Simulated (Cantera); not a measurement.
Mixture: CO : H₂ : O₂ : N₂ = 1 : 1.2 : 1.86 : 12.3 (molar parts), equivalence ratio 0.59, at 0.580 bar, adiabatic and at constant pressure. Ignition delay is the time to a rise of 400 K.

Detailed kinetics in Cantera: GRI-Mech 3.0 (53 species, 325 reactions). Where the delays flatten at high temperature, the 400 K rule measures the pace of heat release, not the induction time.

Question: What does this change do: pressure from 0.580 bar to 1.01 bar?

Answer: 
```
quantity           before     after
---------------  --------  --------
delay at 1200 K  0.220 ms  0.111 ms
delay at 1300 K  0.188 ms   86.6 µs
delay at 1400 K  0.184 ms   77.8 µs
delay at 1500 K  0.197 ms   77.5 µs
```

Question: What does this change do: pressure from 0.580 bar to 0.500 bar?

Answer: 
```tsv
quantity	before	after
delay at 1200 K	0.220 ms	0.267 ms
delay at 1300 K	0.188 ms	0.234 ms
delay at 1400 K	0.184 ms	0.234 ms
delay at 1500 K	0.197 ms	0.256 ms
```

Question: What does this change do: constant volume in place of constant pressure?

Answer: 
```
quantity           before     after
---------------  --------  --------
delay at 1200 K  0.220 ms  0.175 ms
delay at 1300 K  0.188 ms  0.138 ms
delay at 1400 K  0.184 ms  0.124 ms
delay at 1500 K  0.197 ms  0.126 ms
```
